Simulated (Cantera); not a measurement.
Cantera with NASA thermochemical tables; ideal gases at 1 bar, condensed phases pure. Values are per mole of reaction as written; species without (g) are pure solids or liquids, kept so even where they would boil at 1 bar.

Ba(OH)2 ⇌ Ba + H2(g) + O2(g)

```
T (K)  ΔH° (kJ)  ΔS° (J/K)  ΔG° (kJ)  log10 K
-----  --------  ---------  --------  -------
2000      882.8      216.2     450.4   -11.76
2050        [?]        [?]       [?]      [?]
2100        [?]        [?]       [?]      [?]
2150      878.5      214.1     418.1   -10.16
2200        [?]        [?]       [?]      [?]
2250      875.7      212.9     396.8    -9.21
2300        [?]        [?]       [?]      [?]
```

**Question.** What belongs in the gaps?

**Answer.** 
- 2050, ΔH° (kJ): 881.4
- 2050, ΔS° (J/K): 215.5
- 2050, ΔG° (kJ): 439.6
- 2050, log10 K: -11.20
- 2100, ΔH° (kJ): 879.9
- 2100, ΔS° (J/K): 214.8
- 2100, ΔG° (kJ): 428.9
- 2100, log10 K: -10.67
- 2200, ΔH° (kJ): 877.1
- 2200, ΔS° (J/K): 213.5
- 2200, ΔG° (kJ): 407.4
- 2200, log10 K: -9.67
- 2300, ΔH° (kJ): 874.4
- 2300, ΔS° (J/K): 212.3
- 2300, ΔG° (kJ): 386.2
- 2300, log10 K: -8.77
